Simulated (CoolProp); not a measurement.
Vapour-liquid equilibrium of ethylene (1) + 1-butene (2) at 0.974 bar; x and y are mole fractions of (1).

Model: multi-fluid Helmholtz-energy mixture model, Smukala 2000 and Lemmon 2005; pair parameters Bell 2016, in CoolProp.

Task: Give the bubble temperature and the first vapour's composition at x = 0.45, 0.55, 0.75. Is there an azeotrope?

Result: x = 0.45: 182.9 K, y = 0.996; x = 0.55: 179.1 K, y = 0.998; x = 0.75: 173.6 K, y = 0.999. No azeotrope shows between x = 0.05 and 0.95.

The pair parameters rest on a limited set of measurements; away from them the model extrapolates. The gap from Raoult's law changes sign with composition, which may be real or a fault of the pair parameters; it wasn't checked against measurements.
